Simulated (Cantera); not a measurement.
Input: 1 mol PbO, 1.3 mol H2O, 0.02 mol O2, held at 6.80 bar.

These are equilibrium values from Cantera (NASA tables, ideal gas, pure condensed phases), not measurements of a reactor. Candidate condensed phases: H2O, Pb, PbO, PbO2, Pb3O4; 12 gas species. Gases not in the tables: (PbO)n polymers. The numbers say what is thermodynamically allowed, not how fast it happens.

Which condensed phases are stable at each of these points (T (°C)): 850, 875, 900, 925, 950, 975, 1000, 1025?


```
T (°C)  condensed phases  Pb condensed (%)
------  ----------------  ----------------
850          PbO(yellow)             100.0
875          PbO(yellow)             100.0
900               PbO(l)             100.0
925               PbO(l)             100.0
950               PbO(l)             100.0
975               PbO(l)             100.0
1000              PbO(l)             100.0
1025              PbO(l)             100.0
```

From 850 °C to 875 °C the condensed part is PbO(yellow). From 900 °C to 1025 °C the condensed part is PbO(l).
